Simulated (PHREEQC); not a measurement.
0.033 g of hydrous ferric oxide (600 m²/g; 0.2 weak and 0.005 strong sites per Fe, Dzombak-Morel constants, diffuse double layer) in 1 kg of water with 0.01 mol/kgw of an inert sodium salt and 0.23 mmol/kgw SrCl2, at 25 °C; the pH is set by adding NaOH or the inert anion's acid. Oxygen is held at 0.21 atm. No CO2 enters from the air. Nothing may precipitate in this run.

Base run: PHREEQC, ion-association model, wateq4f.dat. Each further column changes one thing. The table gives surface charge σ (C/m²).

```json
[
 {"pH": "3", "base": "0.326", "background salt from 0.01 to 0.001 mol/kgw": "0.267", "oxide from 0.033 to 0.17 g/kgw": "0.327"},
 {"pH": "4", "base": "0.219", "background salt from 0.01 to 0.001 mol/kgw": "0.136", "oxide from 0.033 to 0.17 g/kgw": "0.220"},
 {"pH": "4.5", "base": "0.163", "background salt from 0.01 to 0.001 mol/kgw": "0.093", "oxide from 0.033 to 0.17 g/kgw": "0.163"},
 {"pH": "5.5", "base": "0.078", "background salt from 0.01 to 0.001 mol/kgw": "0.039", "oxide from 0.033 to 0.17 g/kgw": "0.078"},
 {"pH": "6", "base": "0.051", "background salt from 0.01 to 0.001 mol/kgw": "0.024", "oxide from 0.033 to 0.17 g/kgw": "0.051"},
 {"pH": "7", "base": "0.018", "background salt from 0.01 to 0.001 mol/kgw": "0.008", "oxide from 0.033 to 0.17 g/kgw": "0.018"},
 {"pH": "8", "base": "0.003", "background salt from 0.01 to 0.001 mol/kgw": "0.001", "oxide from 0.033 to 0.17 g/kgw": "0.003"},
 {"pH": "8.5", "base": "-0.004", "background salt from 0.01 to 0.001 mol/kgw": "-0.001", "oxide from 0.033 to 0.17 g/kgw": "-0.004"},
 {"pH": "9.5", "base": "-0.011", "background salt from 0.01 to 0.001 mol/kgw": "-0.004", "oxide from 0.033 to 0.17 g/kgw": "-0.012"},
 {"pH": "10", "base": "-0.011", "background salt from 0.01 to 0.001 mol/kgw": "-0.004", "oxide from 0.033 to 0.17 g/kgw": "-0.014"},
 {"pH": "11", "base": "-0.012", "background salt from 0.01 to 0.001 mol/kgw": "-0.006", "oxide from 0.033 to 0.17 g/kgw": "-0.019"}
]
```

The oxide is taken as insoluble; below pH 4 it would dissolve.
